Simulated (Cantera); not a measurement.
A diamond (100) surface in a fixed gas of H2 with x(CH4) = 0.005, x(H) = 0.012, at 1225 K, 75.0 Torr; coverages are run to steady state.

Computed with Cantera and the Harris–Goodwin 1993 mechanism for the reconstructed diamond (100) surface.

θ: site fractions in the mechanism's names (c6HH fully hydrogenated, c6H* and c6*H radical sites, c6** diradical, c6HM methylated).

| x(CH3) | growth (µm/h) | θ c6HH | θ c6H* | θ c6*H | θ c6** | θ c6HM |
|---|---|---|---|---|---|---|
| 1e-06 | [?] | 0.423 | 0.0414 | 0.501 | 0.0341 | 1.06e-5 |
| 2.3e-06 | [?] | 0.423 | 0.0414 | 0.501 | 0.0341 | 2.45e-5 |
| 5.5e-06 | [?] | 0.423 | 0.0414 | 0.501 | 0.0340 | 5.85e-5 |
| 1.3e-05 | [?] | 0.423 | 0.0414 | 0.501 | 0.0340 | 0.000138 |
| 3e-05 | [?] | 0.423 | 0.0414 | 0.501 | 0.0340 | 0.000319 |
| 6.9e-05 | [?] | 0.423 | 0.0413 | 0.501 | 0.0340 | 0.000733 |
| 0.00016 | [?] | 0.422 | 0.0412 | 0.500 | 0.0338 | 0.00170 |
| 0.00038 | [?] | 0.420 | 0.0411 | 0.498 | 0.0335 | 0.00400 |
| 0.00088 | [?] | 0.417 | 0.0407 | 0.493 | 0.0329 | 0.00915 |

Q: Fill in the missing entries.

A: 
- 1e-06, growth (µm/h): 0.0666
- 2.3e-06, growth (µm/h): 0.153
- 5.5e-06, growth (µm/h): 0.366
- 1.3e-05, growth (µm/h): 0.866
- 3e-05, growth (µm/h): 2.00
- 6.9e-05, growth (µm/h): 4.59
- 0.00016, growth (µm/h): 10.6
- 0.00038, growth (µm/h): 25.0
- 0.00088, growth (µm/h): 57.1
